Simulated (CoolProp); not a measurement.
Vapour-liquid equilibrium of CHF3 (R23) (1) + R227EA (2) at 0.278 MPa; x and y are mole fractions of (1).

Model: multi-fluid Helmholtz-energy mixture model, Penoncello 2003 and Lemmon 2016; pair parameters Bell 2016, in CoolProp.

```csv
x,"bubble temperature, mixture model (°C)","bubble temperature, Raoult's law (°C)","y, mixture model","y, Raoult's law"
0.05,-1.4,-3.3,0.343,0.410
0.125,-15.8,-16.9,0.650,0.689
0.2,-26.8,-26.5,0.801,0.816
0.275,-35.0,-33.5,0.877,0.882
0.35,-41.0,-39.1,0.918,0.921
0.425,-45.5,-43.5,0.942,0.945
0.5,-49.1,-47.3,0.958,0.962
0.575,-51.9,-50.4,0.968,0.973
0.65,-54.2,-53.2,0.976,0.981
0.725,-56.2,-55.6,0.982,0.987
0.8,-58.0,-57.8,0.988,0.992
0.875,-59.7,-59.7,0.992,0.996
0.95,-61.4,-61.4,0.997,0.998
```

The largest gap from Raoult's law is -2.0 K in bubble temperature, at x = 0.425. No azeotrope shows between x = 0.05 and 0.95.

The pair parameters rest on a limited set of measurements; away from them the model extrapolates. The gap from Raoult's law changes sign with composition, which may be real or a fault of the pair parameters; it wasn't checked against measurements.
